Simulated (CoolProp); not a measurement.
Vapour-liquid equilibrium of R143a (1) + propane (2) at 0.533 MPa; x and y are mole fractions of (1).

Model: multi-fluid Helmholtz-energy mixture model, Lemmon and Jacobsen 2000 and Lemmon 2009; pair parameters Bell 2016, in CoolProp.

Give the bubble temperature and the first vapour's composition at x = 0.05, 0.2, 0.35. Is there an azeotrope?

x = 0.05: -0.6 °C, y = 0.153; x = 0.2: -7.4 °C, y = 0.379; x = 0.35: -9.8 °C, y = 0.479. y crosses x between x = 0.5 and 0.65: the model has an azeotrope there.

Pair parameters are fitted to limited data, so mixtures are less certain than the pure fluids.
